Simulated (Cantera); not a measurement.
Adiabatic ignition

An adiabatic, constant-volume homogeneous reactor starts with CH₄ : CO : O₂ : N₂ = 1 : 0.031 : 1.44 : 5.41 (molar parts), equivalence ratio 1.4, at 1000 K and 7500 Torr.

Detailed kinetics in Cantera: GRI-Mech 3.0 (53 species, 325 reactions).

| t (s) | T (K) | P (bar) | x CH₄ | x CO | x O₂ | x CH₂O | x NO |
|---|---|---|---|---|---|---|---|
| 2.00e-6 | 1000 | 10.0 | 0.127 | 0.00393 | 0.183 | <1e-12 | <1e-12 |
| 7.52e-6 | 1000 | 10.0 | 0.127 | 0.00393 | 0.183 | 7.19e-12 | <1e-12 |
| 2.83e-5 | 1000 | 10.0 | 0.127 | 0.00393 | 0.183 | 1.04e-10 | <1e-12 |
| 0.000106 | 1000 | 10.0 | 0.127 | 0.00393 | 0.183 | 1.54e-9 | <1e-12 |
| 0.000399 | 1000 | 10.0 | 0.127 | 0.00393 | 0.183 | 2.53e-8 | <1e-12 |
| 0.00150 | 1000 | 10.0 | 0.127 | 0.00393 | 0.183 | 4.73e-7 | <1e-12 |
| 0.00565 | 1000 | 10.0 | 0.127 | 0.00393 | 0.183 | 4.73e-6 | <1e-12 |
| 0.0212 | 1000 | 10.0 | 0.127 | 0.00393 | 0.183 | 2.76e-5 | <1e-12 |
| 0.0798 | 1006 | 10.1 | 0.126 | 0.00403 | 0.182 | 0.000357 | <1e-12 |
| 0.300 | 2855 | 30.7 | 6.43e-11 | 0.0832 | 0.000252 | 5.60e-8 | 0.00124 |
x: mole fraction; the columns are a selection and need not sum to one.

The time of steepest temperature rise is 0.106 s and the temperature at 0.300 s comes out as 2855 K. The equilibrium temperature is 2855 K and the x(CH₄) at 0.300 s is 6.43e-11 (gas-phase equilibrium 7.28e-11). The x(CO) at 0.300 s comes out as 0.0832 (gas-phase equilibrium 0.0832). The x(O₂) at 0.300 s is 0.000252 (gas-phase equilibrium 0.000252).
